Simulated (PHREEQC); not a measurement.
Consider water at 25 °C with 0.051 mol HF, 0.0024 mol KF, 0.0015 mol H4SiO4 and 0.0018 mol H3PO4 per kg of water. Closed to the air; pH follows from the charge balance.

Computed with PHREEQC (ion-association model, phreeqc.dat).

```
quantity                    before     after
------------------------  --------  --------
pH                            2.21      2.24
ionic strength (mol/kgw)    0.0107    0.0103
HF (mol/kgw)                0.0384    0.0389
F- (mol/kgw)               0.00459   0.00415
HF2- (mol/kgw)            0.000678  0.000662
H4SiO4 (mol/kgw)          8.78e-11  5.20e-10
SI of Quartz (SiO2)          -6.07     -5.44
```

Question: Which change was made?
A. H3PO4 left out
B. H3PO4 from 0.0018 to 0.00036 mol/kgw
C. KF from 0.0024 to 0.00216 mol/kgw
D. temperature from 25 to 35 °C
E. diluted 10-fold with water

Answer: D, temperature from 25 to 35 °C

Precipitation was switched off in this run. SiF6-2 is the database's only silicon fluoride.
